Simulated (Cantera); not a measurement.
Input (Python, Cantera) and output of one run.

```python
import numpy as np
import cantera as ct

gas_names = """
    H HNO HNO2 HNO3 HO2 H2 H2O H2O2 H2S H2SO4 N NH NH2 NH3 NH2OH NO NO2 NO3 N2 N2H2 N2H4 N2O O OH O2 O3
    S SH SN SO SO2 SO3 S2 S2O S8
""".split()
cond_names = """
    H2O(s) H2O(L) H2SO4(L) S(cr1) S(cr2) S(L)
""".split()


# ... load() reads the species with a 1 bar reference pressure and builds the phases ...
atoms = {
    'H2S': {'H': 2, 'S': 1},
    'H2O': {'H': 2, 'O': 1},
    'N2': {'N': 2},
}
top_T = {}  # K; cautious upper limits of use, not melting points


# ... equilibrate(T, P, feed) seeds the gas with the atoms and calls Mixture.equilibrate('TP', solver="vcs", rtol=1e-11, max_steps=5000) ...
results = []
feed = {'H2S': 1, 'H2O': 0.21, 'N2': 3.7}  # mol
T = 3548  # K
P = 30  # Pa
mix = equilibrate(T, P, feed)
results.append((T, P, feed, dict(zip(mix.species_names, mix.species_moles))))
x = sorted(zip(gas.X, gas.species_names), reverse=True)
print(f"T = {T:g} K  P = {P:g} Pa  gas = {mix.phase_moles(0):.4g} mol")
print("   x: " + "  ".join(f"{s} {v:.3e}" for v, s in x if v > 0.0001))
print("   condensed (mol): " + ("  ".join(f"{mix.phase(i).name} {mix.phase_moles(i):.4g}"
      for i in range(1, mix.n_phases) if mix.phase_moles(i) > 1e-12) or "none"))
```

Output:

```
T = 3548 K  P = 30 Pa  gas = 7.37 mol
   x: N2 4.963e-01  H 3.282e-01  S 1.356e-01  O 2.832e-02  N 1.128e-02  NO 1.279e-04
   condensed (mol): none
```

Method: chemical equilibrium by Gibbs-energy minimisation in Cantera with the NASA 1993 tables (ideal gas, pure condensed phases).
